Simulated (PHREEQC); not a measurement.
Hard or scaling water (model solution)

Dissolve 0.0016 mol/kgw CaSO4 and 0.0011 mol/kgw NaF at 86 °C. Closed to the air; pH follows from the charge balance.

The numbers come from PHREEQC with the ion-association model, phreeqc.dat.

Precipitation was switched off in this run.

Question: Estimate the pH, ionic strength, specific conductance.

Answer: pH 6.63; ionic strength 0.00658 mol/kgw; specific conductance 1200 µS/cm.

Question: In which forms is S present?

Answer: SO4-2 85 %, CaSO4 14 % of the S.

The solution is supersaturated, for example in Fluorite, so a real one may precipitate; this is no full list. Constants without temperature data keep their 25 °C values here.
